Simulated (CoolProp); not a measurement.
A simple Rankine cycle with R1336mzz(Z): condensing at 310.15 K, boiler at 0.499 MPa, turbine inlet 373.9 K, turbine efficiency 0.85, pump efficiency 0.6, no recuperator. Each further row changes one setting.

Values from CoolProp's reference Helmholtz-energy equation of state, McLinden 2020.

```csv
case,thermal efficiency (%),net work (kJ/kg),heat in (kJ/kg),turbine exit temperature (K),volume ratio over the turbine
as stated,9.4,20.4,215,…,…
turbine inlet 393.9 K,9.2,21.9,237,…,…
condensing temperature 302.15 K,…,…,225,339.8,5.89
boiler pressure 0.349 MPa,7.3,16.0,219,…,3.03
turbine efficiency 0.75,8.3,17.9,215,…,4.46
```

### Question
Fill in the missing entries.

### Answer

- as stated, turbine exit temperature (K): 344.9
- as stated, volume ratio over the turbine: 4.42
- turbine inlet 393.9 K, turbine exit temperature (K): 365.4
- turbine inlet 393.9 K, volume ratio over the turbine: 4.35
- condensing temperature 302.15 K, thermal efficiency (%): 10.9
- condensing temperature 302.15 K, net work (kJ/kg): 24.5
- boiler pressure 0.349 MPa, turbine exit temperature (K): 352.9
- turbine efficiency 0.75, turbine exit temperature (K): 347.5
